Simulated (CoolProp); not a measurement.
Properties of CH3F (R41) along the isobar 24.1 MPa.

Model: reference Helmholtz-energy equation of state, Lemmon 2006, in CoolProp. It is a short technical equation, of lower accuracy than the large ones.

| T (K) | phase | Z | cp (kJ/(kg K)) | speed of sound (m/s) | expansivity (1/kK) | fugacity coefficient |
|---|---|---|---|---|---|---|
| 158.7 | liquid | 0.6391 | 2.028 | 1392 | 1.755 | 0.0006471 |
| 192 | liquid | 0.5616 | 1.995 | 1237 | 1.940 | 0.006109 |
| 225.3 | liquid | 0.5128 | 2.010 | 1082 | 2.216 | 0.02671 |
| 258.6 | liquid | 0.4840 | 2.072 | 928.3 | 2.623 | 0.07386 |
| 291.9 | liquid | 0.4723 | 2.186 | 777.9 | 3.227 | 0.1522 |
| 325.1 | supercritical | 0.4787 | 2.353 | 636.7 | 4.125 | 0.2563 |
| 358.4 | supercritical | 0.5081 | 2.555 | 514.6 | 5.352 | 0.3743 |
| 391.7 | supercritical | 0.5665 | 2.681 | 429.7 | 6.392 | 0.4908 |
| 425 | supercritical | 0.6467 | 2.584 | 390.7 | 6.241 | 0.5940 |
